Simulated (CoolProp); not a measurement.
Vapour-liquid equilibrium of R22 (1) + n-pentane (2) at -59.75 °C; x and y are mole fractions of (1).

Values from CoolProp's multi-fluid Helmholtz-energy mixture model, Kamei 1995 and Thol 2019; pair parameters Bell 2016.

**Question.** Give the bubble pressure and the first vapour's composition at x = 0.05, 0.725, 0.95. Is there an azeotrope?

**Answer.** x = 0.05: 6.181 kPa, y = 0.901; x = 0.725: 32.02 kPa, y = 0.988; x = 0.95: 36.44 kPa, y = 0.996. No azeotrope shows between x = 0.05 and 0.95.

The pair parameters rest on a limited set of measurements; away from them the model extrapolates. With so large a gap from Raoult's law the liquid may split in two, which this calculation doesn't test in full.
